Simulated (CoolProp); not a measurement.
Vapour pressure (MPa) of chlorine: the reference equation beside estimates from Tc = 143.7 °C, pc = 7.642 MPa, ω = 0.070. Clausius-Clapeyron is anchored at 34.85 °C with a constant enthalpy of vaporisation of 17.01 kJ/mol.

Computed with CoolProp (reference Helmholtz-energy equation of state, Thol 2021).

```json
[
 {"T (°C)": "-33.35", "reference": "(withheld)", "Lee-Kesler": "0.1067", "Clausius-Clapeyron": "0.1518"},
 {"T (°C)": "-16.35", "reference": "(withheld)", "Lee-Kesler": "0.2105", "Clausius-Clapeyron": "0.2670"},
 {"T (°C)": "0.75", "reference": "0.3773", "Lee-Kesler": "0.3798", "Clausius-Clapeyron": "(withheld)"},
 {"T (°C)": "17.75", "reference": "(withheld)", "Lee-Kesler": "(withheld)", "Clausius-Clapeyron": "0.6795"},
 {"T (°C)": "34.85", "reference": "1.004", "Lee-Kesler": "(withheld)", "Clausius-Clapeyron": "1.004"},
 {"T (°C)": "51.85", "reference": "1.508", "Lee-Kesler": "1.493", "Clausius-Clapeyron": "1.421"},
 {"T (°C)": "68.95", "reference": "2.175", "Lee-Kesler": "(withheld)", "Clausius-Clapeyron": "1.947"},
 {"T (°C)": "85.95", "reference": "3.022", "Lee-Kesler": "2.977", "Clausius-Clapeyron": "2.584"},
 {"T (°C)": "103.05", "reference": "4.084", "Lee-Kesler": "4.028", "Clausius-Clapeyron": "3.348"}
]
```

Q: What belongs in the gaps?

A: 
- -33.35, reference: 0.1040
- -16.35, reference: 0.2074
- 0.75, Clausius-Clapeyron: 0.4391
- 17.75, reference: 0.6339
- 17.75, Lee-Kesler: 0.6341
- 34.85, Lee-Kesler: 0.9988
- 68.95, Lee-Kesler: 2.146

Absolute difference from the reference over all 9 rows, mean and median: Lee-Kesler 1.2 and 1.3 %, Clausius-Clapeyron 16.3 and 14.5 %.
